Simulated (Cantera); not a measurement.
**Thermodynamics of fluorocarbon and chlorocarbon gases, feed CCl4 + Si + H2**

Input: 1 mol CCl4, a varied amount of Si, 0.1 mol H2, held at 2975 °C and 0.100 bar.

These are equilibrium values from Cantera (NASA tables, ideal gas, pure condensed phases), not measurements of a reactor. Candidate condensed phases: C, C6H6, C7H8, C8H18, Si, SiC; 109 gas species. The tables' values for SiCl, CCl, SiCl3 are old estimates; treat these amounts as uncertain. Kinetics and transport are ignored.

```
n(Si) (mol)   x Cl   x SiC2     x Si    x C3   x HCl     x H  x SiCl2   x SiCl  n C(graphite)
-----------  -----  -------  -------  ------  ------  ------  -------  -------  -------------
0.055        0.895  0.00542  0.00415  0.0356  0.0254  0.0194  0.00188  0.00123          0.400
0.074        0.891  0.00729  0.00558  0.0356  0.0253  0.0194  0.00250  0.00165          0.382
0.099        0.886  0.00974  0.00745  0.0356  0.0251  0.0194  0.00330  0.00219          0.359
0.13         0.879   0.0128  0.00976  0.0356  0.0249  0.0194  0.00426  0.00284          0.329
0.18         0.868   0.0176   0.0135  0.0356  0.0246  0.0194  0.00574  0.00387          0.281
0.24         0.855   0.0234   0.0179  0.0356  0.0242  0.0194  0.00740  0.00507          0.223
0.32         0.839   0.0309   0.0237  0.0356  0.0237  0.0193  0.00942  0.00658          0.144
0.42         0.819   0.0403   0.0308  0.0356  0.0230  0.0193   0.0117  0.00836         0.0447
0.56         0.796   0.0508   0.0423  0.0314  0.0224  0.0193   0.0152   0.0112              0
```
x: gas mole fraction; n: condensed amount in mol.

From 0.055 mol Si to 0.42 mol Si the condensed part is C(graphite). At 0.56 mol Si nothing is condensed. The main Si-bearing gas is SiC2 throughout.
